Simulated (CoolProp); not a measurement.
A Linde-Hampson liquefier for methane: isothermal reversible compression at 230 K from 1 atm to 15 MPa, throttling to 1 atm, return gas leaving the recuperator 0 K below the feed. Each further row changes one setting.

Model: reference Helmholtz-energy equation of state, Setzmann 1991, in CoolProp.

```tsv
case	liquid yield per pass	compression work (kJ/kg of gas)
as stated	?	520
high pressure 30 MPa	0.411	?
warm-end temperature 260 K	?	?
warm-end gap 5 K	0.360	520
```

Problem. Fill in the missing entries.

Solution. 
- as stated, liquid yield per pass: 0.369
- high pressure 30 MPa, compression work (kJ/kg of gas): 577
- warm-end temperature 260 K, liquid yield per pass: 0.250
- warm-end temperature 260 K, compression work (kJ/kg of gas): 620
